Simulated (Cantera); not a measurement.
Equilibrium for silicon nitride deposition: SiF4 + NH3 + N2

Feed: 1 mol SiF4, 5.2 mol NH3, 0.41 mol N2, equilibrated at 1.00 bar.

Cantera equilibrium calculation (NASA polynomials, part measured and part estimated; ideal gas, pure solids and liquids). Candidate condensed phases: Si, Si3N4; 37 gas species. The tables' values for SiF3 are old estimates; treat these amounts as uncertain. Rates play no part.

From 850 K to 1300 K the condensed part is Si3N4(s). The main Si-bearing gas is SiF4 throughout.

```csv
T (K),x H2,x N2,x SiF4,x HF,x SiHF3,x NH3,x SiF3,n Si3N4(s)
850,0.660,0.255,0.0846,0.000112,5.93e-5,0.000502,3.78e-8,5.14e-5
900,0.660,0.255,0.0846,0.000190,0.000102,0.000328,1.64e-7,8.60e-5
950,0.660,0.255,0.0845,0.000305,0.000166,0.000223,6.07e-7,0.000136
1000,0.660,0.255,0.0844,0.000467,0.000257,0.000158,1.97e-6,0.000204
1050,0.660,0.255,0.0842,0.000686,0.000381,0.000115,5.72e-6,0.000292
1100,0.660,0.255,0.0840,0.000972,0.000545,8.59e-5,1.50e-5,0.000402
1150,0.659,0.255,0.0837,0.00133,0.000754,6.59e-5,3.61e-5,0.000529
1200,0.659,0.255,0.0834,0.00178,0.00101,5.16e-5,8.07e-5,0.000665
1250,0.658,0.255,0.0830,0.00233,0.00133,4.12e-5,0.000169,0.000794
1300,0.658,0.255,0.0824,0.00297,0.00170,3.34e-5,0.000332,0.000884
```
x: gas mole fraction; n: condensed amount in mol.
